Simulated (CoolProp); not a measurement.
The fluid at 293.15 K and 0.224 MPa is compressed adiabatically to 0.886 MPa with isentropic efficiency 0.6. The same conditions are run with several fluids, on thermodynamics alone (safety and materials aside).

Computed with CoolProp (reference Helmholtz-energy equation of state of each fluid (sulfur dioxide: Gao 2016; CF4 (R14): Platzer 1990; hydrogen chloride: Thol 2018; C2F6 (R116): Lemmon 2006)). The equations of Platzer and Polt are older, rougher fits.

```
fluid              work (kJ/kg)  final temperature (K)  final density (kg/m³)
-----------------  ------------  ---------------------  ---------------------
sulfur dioxide             96.0                  440.7                   16.1
CF4 (R14)                  68.9                    [?]                   24.5
hydrogen chloride           [?]                  524.9                   7.46
C2F6 (R116)                 [?]                  347.5                   44.8
```

Task: What belongs in the gaps?

Result: 
- CF4 (R14), final temperature (K): 386.5
- hydrogen chloride, work (kJ/kg): 185
- C2F6 (R116), work (kJ/kg): 41.0
